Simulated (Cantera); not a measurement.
**Equilibrium for silicon carbide growth: (CH3)2SiCl2 + C2H4 + H2 + C2H2**

Charge: 1 mol (CH3)2SiCl2, 0.015 mol C2H4, 590 mol H2, 0.029 mol C2H2, held at 25.0 mbar.

Method: chemical equilibrium by Gibbs-energy minimisation in Cantera with the NASA 1993 tables (ideal gas, pure condensed phases). Candidate condensed phases: C, C6H6, C7H8, C8H18, Si, SiC; 109 gas species. The feed counts by its element totals alone. Gases not in the tables: Si2H6 and higher silanes. Rates play no part.

```json
[
 {"T (K)": "2148", "x H2": "0.968", "x H": "0.0259", "x HCl": "0.00324", "x C2H2 (acetylene)": "0.00140", "x Si": "0.000922", "x Cl": "6.36e-5", "x SiH": "7.04e-5", "n SiC(s)": "0.293"},
 {"T (K)": "2173", "x H2": "0.964", "x H": "0.0300", "x HCl": "0.00322", "x C2H2 (acetylene)": "0.00160", "x Si": "0.00129", "x Cl": "7.31e-5", "x SiH": "9.34e-5", "n SiC(s)": "0.00413"},
 {"T (K)": "2198", "x H2": "0.959", "x H": "0.0345", "x HCl": "0.00321", "x C2H2 (acetylene)": "0.00160", "x Si": "0.00133", "x Cl": "8.39e-5", "x SiH": "9.14e-5", "n SiC(s)": "0"},
 {"T (K)": "2223", "x H2": "0.954", "x H": "0.0396", "x HCl": "0.00319", "x C2H2 (acetylene)": "0.00161", "x Si": "0.00136", "x Cl": "9.60e-5", "x SiH": "8.87e-5", "n SiC(s)": "0"},
 {"T (K)": "2248", "x H2": "0.948", "x H": "0.0452", "x HCl": "0.00317", "x C2H2 (acetylene)": "0.00161", "x Si": "0.00138", "x Cl": "0.000109", "x SiH": "8.57e-5", "n SiC(s)": "0"},
 {"T (K)": "2273", "x H2": "0.942", "x H": "0.0516", "x HCl": "0.00314", "x C2H2 (acetylene)": "0.00161", "x Si": "0.00140", "x Cl": "0.000124", "x SiH": "8.26e-5", "n SiC(s)": "0"},
 {"T (K)": "2298", "x H2": "0.935", "x H": "0.0586", "x HCl": "0.00311", "x C2H2 (acetylene)": "0.00160", "x Si": "0.00141", "x Cl": "0.000141", "x SiH": "7.94e-5", "n SiC(s)": "0"},
 {"T (K)": "2323", "x H2": "0.927", "x H": "0.0663", "x HCl": "0.00308", "x C2H2 (acetylene)": "0.00160", "x Si": "0.00142", "x Cl": "0.000158", "x SiH": "7.62e-5", "n SiC(s)": "0"},
 {"T (K)": "2348", "x H2": "0.919", "x H": "0.0749", "x HCl": "0.00305", "x C2H2 (acetylene)": "0.00160", "x Si": "0.00143", "x Cl": "0.000178", "x SiH": "7.30e-5", "n SiC(s)": "0"},
 {"T (K)": "2373", "x H2": "0.909", "x H": "0.0842", "x HCl": "0.00301", "x C2H2 (acetylene)": "0.00159", "x Si": "0.00143", "x Cl": "0.000200", "x SiH": "6.99e-5", "n SiC(s)": "0"}
]
```
x: gas mole fraction; n: condensed amount in mol.

From 2148 K to 2173 K the condensed part is SiC(s). From 2198 K to 2373 K nothing is condensed. The main Si-bearing gas is Si throughout.
